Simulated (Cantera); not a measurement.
Charge: 1 mol Si3N4, 1.9 mol H2O, 210 mol H2, at 2023 K and 0.0330 Torr.

Cantera equilibrium calculation (NASA polynomials, part measured and part estimated; ideal gas, pure solids and liquids). Candidate condensed phases: H2O, Si, SiO2, Si2N2O, Si3N4; 35 gas species. Kinetics and transport are ignored.

Base state: H2 0.734, H 0.245, N2 0.00809, SiO 0.00769, Si 0.00443, SiH 1.62e-5 (mole fractions); condensed: gas only.

What changes in the equilibrium state with this change: temperature from 2023 K to 1750 K?


```csv
species,before,after
H2,0.734,0.943
H,0.245,0.0341
N2,0.00809,0.00906
SiO,0.00769,0.00861
SiH,1.62e-5,4.20e-5
Si,0.00443,0.00493
```
